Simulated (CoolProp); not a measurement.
A single-stage vapour-compression cycle with the fluid: evaporating at 197.15 K (dew point), condensing at 226.15 K (bubble point), superheat 10 K, subcooling 5 K, compressor efficiency 0.7, no pressure losses. The same conditions are run with several fluids, on thermodynamics alone (safety and materials aside).

Model: reference Helmholtz-energy equation of state of each fluid (chlorine: Thol 2021; ethane: Bücker 2006; nitrous oxide: Lemmon 2006; ethylene: Smukala 2000; propylene: Lemmon 2013; R143a: Lemmon and Jacobsen 2000), in CoolProp.

Question: Rank chlorine, ethane, nitrous oxide, ethylene, propylene, R143a by cooling COP, highest first.

Answer: R143a (4.33), propylene (4.30), ethane (4.20), nitrous oxide (4.07), ethylene (4.03), chlorine (3.98)

```csv
fluid,pressure ratio,discharge temperature (K),refrigerating effect (kJ/kg),volumetric capacity (kJ/m³)
chlorine,5.44,362.0,291,122
ethane,3.22,277.0,425,1480
nitrous oxide,3.59,306.3,326,1750
ethylene,2.89,283.3,389,2770
propylene,4.63,282.8,429,238
R143a,4.99,272.4,222,226
```
